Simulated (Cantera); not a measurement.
Cantera run:

```python
import numpy as np
import cantera as ct

gas_names = [...]  # 116 gases of nasa_gas.yaml made of C, H, Mg, O
cond_names = """
    C(gr) C6H6(L) C7H8(L) C8H18(L),n-octa H2O(s) H2O(L) Mg(cr) Mg(L) MgCO3(s) MgO(s) MgO(L) MgO2H2(s)
""".split()


# ... load() reads the species with a 1 bar reference pressure and builds the phases ...
atoms = {
    'Mg(OH)2': {'Mg': 1, 'O': 2, 'H': 2},
    'C': {'C': 1},
    'H2': {'H': 2},
}
top_T = {'C(gr)': 4500}  # K; cautious upper limits of use, not melting points


# ... equilibrate(T, P, feed) seeds the gas with the atoms and calls Mixture.equilibrate('TP', solver="vcs", rtol=1e-11, max_steps=5000) ...
results = []
feed = {'Mg(OH)2': 1, 'C': 0.014, 'H2': 1.7}  # mol
T = 723.15  # K
P = 39000  # Pa
mix = equilibrate(T, P, feed)
results.append((T, P, feed, dict(zip(mix.species_names, mix.species_moles))))
print(gas.report(threshold=0.001))
for i in range(1, mix.n_phases):
    print(f"{mix.phase(i).name:16s} {mix.phase_moles(i):12.5e} mol")
```

It prints:

```
       temperature   723.15 K
          pressure   39000 Pa
           density   0.05216 kg/m^3
  mean mol. weight   8.0414 kg/kmol
   phase of matter   gas

                          1 kg             1 kmol
                     ---------------   ---------------
          enthalpy       -9.5606e+06       -7.6881e+07  J
   internal energy       -1.0308e+07       -8.2894e+07  J
           entropy             24135        1.9408e+05  J/K
    Gibbs function       -2.7014e+07       -2.1723e+08  J
 heat capacity c_p            4062.6             32669  J/K
 heat capacity c_v            3028.6             24354  J/K

                      mass frac. Y      mole frac. X     chem. pot. / RT
                     ---------------   ---------------   ---------------
               CH4         0.0098809         0.0049527           -42.576
                H2           0.15622           0.62315           -18.179
               H2O           0.83258           0.37164           -66.101
     [ +113 minor]         0.0013137        0.00025683

C(gr)             0.00000e+00 mol
Mg(cr)            0.00000e+00 mol
MgCO3(s)          0.00000e+00 mol
MgO(s)            1.00000e+00 mol
MgO2H2(s)         0.00000e+00 mol
```

Cantera equilibrium calculation (NASA polynomials, part measured and part estimated; ideal gas, pure solids and liquids).
